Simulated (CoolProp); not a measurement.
Vapour-liquid equilibrium of benzene (1) + ethylbenzene (2) at 0.157 bar; x and y are mole fractions of (1).

Model: multi-fluid Helmholtz-energy mixture model, Thol 2012 and Zhou 2012; pair parameters Bell 2016, in CoolProp.

```
x     bubble temperature, mixture model (°C)  bubble temperature, Raoult's law (°C)  y, mixture model  y, Raoult's law
----  --------------------------------------  -------------------------------------  ----------------  ---------------
0.05                                    73.3                                   72.2             0.216            0.252
0.2                                     61.4                                   58.9             0.599            0.641
0.35                                    52.3                                   50.0             0.786            0.806
0.5                                     45.1                                   43.4             0.887            0.891
0.65                                    39.3                                   38.3             0.943            0.941
0.8                                     34.6                                   34.2             0.976            0.973
0.95                                    30.8                                   30.7             0.996            0.994
```

The largest gap from Raoult's law is +2.5 K in bubble temperature, at x = 0.2. No azeotrope shows between x = 0.05 and 0.95.

The pair parameters rest on a limited set of measurements; away from them the model extrapolates.
